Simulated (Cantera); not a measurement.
**Thermodynamics of silicon oxide and oxynitride deposition, feed HMDSO + H2O + N2 + N2O**

Charge: 1 mol HMDSO, 0.62 mol H2O, 21 mol N2, 29 mol N2O, held at 1330 Pa.

Cantera equilibrium calculation (NASA polynomials, part measured and part estimated; ideal gas, pure solids and liquids). Candidate condensed phases: C, C6H6, C7H8, C8H18, H2O, Si, SiC, SiO2, Si2N2O, Si3N4; 151 gas species. The feed counts by its element totals alone. The tables hold silica as quartz up to 1696 K and as liquid above; real silica turns to tridymite and cristobalite and melts near 1996 K. The numbers say what is thermodynamically allowed, not how fast it happens.

| T (K) | x N2 | x H2O | x CO2 | x O2 | x NO | x OH | n SiO2(α-quartz) | n SiO2(β-quartz) |
|---|---|---|---|---|---|---|---|---|
| 800 | 0.734 | 0.141 | 0.0881 | 0.0367 | 8.08e-7 | 1.97e-9 | 2.00 | 0 |
| 850 | 0.734 | 0.141 | 0.0881 | 0.0367 | 1.81e-6 | 8.28e-9 | 0 | 2.00 |
| 900 | 0.734 | 0.141 | 0.0881 | 0.0367 | 3.72e-6 | 2.97e-8 | 0 | 2.00 |
| 950 | 0.734 | 0.141 | 0.0881 | 0.0367 | 7.08e-6 | 9.29e-8 | 0 | 2.00 |
| 1000 | 0.734 | 0.141 | 0.0881 | 0.0367 | 1.26e-5 | 2.60e-7 | 0 | 2.00 |
| 1050 | 0.734 | 0.141 | 0.0881 | 0.0367 | 2.13e-5 | 6.59e-7 | 0 | 2.00 |
| 1100 | 0.734 | 0.141 | 0.0881 | 0.0367 | 3.43e-5 | 1.54e-6 | 0 | 2.00 |
| 1150 | 0.734 | 0.141 | 0.0881 | 0.0367 | 5.29e-5 | 3.33e-6 | 0 | 2.00 |
x: gas mole fraction; n: condensed amount in mol.

At 800 K the condensed part is SiO2(α-quartz). From 850 K to 1150 K the condensed part is SiO2(β-quartz).
